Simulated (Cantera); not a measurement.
An adiabatic, constant-pressure homogeneous reactor starts with CO : H2 : O2 : N2 = 1 : 1.4 : 0.6 : 2.26 (molar parts), equivalence ratio 2.0, at 1648 K and 10.0 bar. Integrator tolerance rtol = 1e-08.

Detailed kinetics in Cantera: GRI-Mech 3.0 (53 species, 325 reactions). The hydrogen kinetics of GRI-Mech 3.0 are dated; newer H2 mechanisms differ, most at raised pressure. Above 3000 K some thermodynamic fits are extrapolated.

```
quantity                                                            before                                    after
---------------------------------  ---------------------------------------  ---------------------------------------
time of steepest temperature rise                                  1.08 µs                                  1.16 µs
temperature at 0.100 s                                              3025 K                                   3066 K
equilibrium temperature                                             3025 K                                   3066 K
x(CO) at 0.100 s                       0.165 (gas-phase equilibrium 0.165)      0.140 (gas-phase equilibrium 0.140)
x(H2) at 0.100 s                     0.0916 (gas-phase equilibrium 0.0916)    0.0245 (gas-phase equilibrium 0.0245)
x(O2) at 0.100 s                   0.00103 (gas-phase equilibrium 0.00103)  0.00975 (gas-phase equilibrium 0.00975)
x(H) at 0.100 s                      0.0164 (gas-phase equilibrium 0.0164)  0.00959 (gas-phase equilibrium 0.00959)
x(H2O2) at 0.100 s                 3.46e-7 (gas-phase equilibrium 3.46e-7)  8.13e-7 (gas-phase equilibrium 8.13e-7)
x(HO2) at 0.100 s                  2.01e-6 (gas-phase equilibrium 2.01e-6)  9.88e-6 (gas-phase equilibrium 9.88e-6)
```

**Question.** What was changed between the two runs?
A. constant volume in place of constant pressure
B. pressure from 10.0 bar to 5.60 bar
C. pressure from 10.0 bar to 26.0 bar
D. H2 1.4 to 0.72 parts

**Answer.** D, H2 1.4 to 0.72 parts
